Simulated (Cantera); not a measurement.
A closed system holds: 1 mol SiC, 0.2 mol O₂, a varied amount of H₂, held at 2175 K and 75.0 Torr.

Points: n(H2) (mol) = 49, 68, 94, 130, 180, 250, 340, 470, 650.

Cantera's Mixture.equilibrate('TP', solver="vcs", rtol=1e-11, max_steps=5000) on the NASA tables stopped like this:

```
ERROR: FAILURE its = 5001!

*******************************************************************************
CanteraError thrown by MultiPhase::equilibrate:
VCS solver failed. Return code: -1
*******************************************************************************
```

Task: What got this run through?

Result: Several could match; the one computed here: The failure is numerical, not chemical. The same input converged with solver="gibbs", rtol=1e-10, max_steps=50000, and the result passed a check of the equilibrium conditions:
```
log10 of partial pressures in bar; condensed amounts in mol
     n(H2)        H2         H        CO       SiO        Si C2H2,acet       SiH      SiH2    SiC(b)
        49    -1.011    -2.817    -3.288    -3.543    -3.736    -5.276    -4.574    -4.784    0.7319
        68    -1.010    -2.817    -3.405    -3.732    -3.771    -5.204    -4.609    -4.819    0.7122
        94    -1.009    -2.816    -3.520    -3.930    -3.813    -5.120    -4.651    -4.860    0.6881
       130    -1.009    -2.816    -3.635    -4.142    -3.861    -5.023    -4.698    -4.907     0.658
       180    -1.008    -2.816    -3.753    -4.365    -3.914    -4.917    -4.751    -4.959    0.6189
       250    -1.008    -2.815    -3.876    -4.596    -3.968    -4.809    -4.804    -5.013    0.5652
       340    -1.008    -2.815    -3.996    -4.809    -4.015    -4.715    -4.851    -5.060    0.4943
       470    -1.008    -2.815    -4.126    -5.023    -4.057    -4.631    -4.893    -5.101    0.3873
       650    -1.008    -2.815    -4.260    -5.223    -4.090    -4.565    -4.926    -5.134     0.233
```

The gas is ideal and each condensed phase is pure. Gases not in the tables: Si2H6 and higher silanes.
